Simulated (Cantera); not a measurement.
A closed system holds: 1 mol CuO, 23 mol HF, 0.069 mol O2, held at 1523.15 K.

Method: chemical equilibrium by Gibbs-energy minimisation in Cantera with the NASA 1993 tables (ideal gas, pure condensed phases). Candidate condensed phases: Cu, CuF2, CuO, Cu(OH)2, Cu2O, H2O; 27 gas species. Kinetics and transport are ignored.

Question: At 0.00750 Torr, list the 4 most abundant gas species with their mole fractions, and the condensed phases.

Answer: HF 0.931, Cu 0.0254, O2 0.0193, CuF 0.0158. Condensed: gas only.
